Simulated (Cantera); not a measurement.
What does this Cantera script print?

```python
import numpy as np
import cantera as ct

gas_names = """
    N2 NO2
""".split()
cond_names = """
    Cr2O3(s) Cr2O3(L) Cr2N(s)
""".split()


# ... load() reads the species with a 1 bar reference pressure and builds the phases ...
species = {s.name: s for s in load("nasa_gas.yaml", gas_names) + load("nasa_condensed.yaml", cond_names)}
# Each term lists the table entries of one substance; the one whose range holds T is used.
reactions = {
    '4 Cr2O3 + 5 N2(g) = 6 NO2(g) + 4 Cr2N':
        [(-4, ['Cr2O3(s)', 'Cr2O3(L)']), (-5, ['N2']), (6, ['NO2']), (4, ['Cr2N(s)'])],
}


def pick(names, T):
    return next(species[n] for n in names if species[n].thermo.min_temp <= T <= species[n].thermo.max_temp)


results = []
for label, terms in reactions.items():
    print(label)
    print("     T/K   dH/kJ  dS/(J/K)   dG/kJ   log10 K")
    for T in [1323, 1423, 1523, 1623, 1723]:
        used = [(nu, pick(names, T)) for nu, names in terms]
        dH = sum(nu * s.thermo.h(T) for nu, s in used) / 1e6
        dS = sum(nu * s.thermo.s(T) for nu, s in used) / 1e3
        dG = dH - T * dS / 1e3
        logK = -dG * 1e6 / (ct.gas_constant * T * np.log(10))
        results.append((label, T, dH, dS, dG, logK, [s.name for _, s in used]))
        print(f"{T:8g} {dH:8.1f} {dS:8.1f} {dG:8.1f} {logK:8.2f}")
```

It prints:

```
4 Cr2O3 + 5 N2(g) = 6 NO2(g) + 4 Cr2N
     T/K   dH/kJ  dS/(J/K)   dG/kJ   log10 K
    1323   4226.2    373.0   3732.7  -147.37
    1423   4230.2    376.0   3695.3  -135.64
    1523   4235.1    379.2   3657.5  -125.44
    1623   4240.7    382.8   3619.4  -116.48
    1723   4247.1    386.7   3580.9  -108.56
```

Source: NASA polynomial tables (part measured, part estimated), evaluated in Cantera. Condensed species are held in their standard states even where they would react or evaporate.
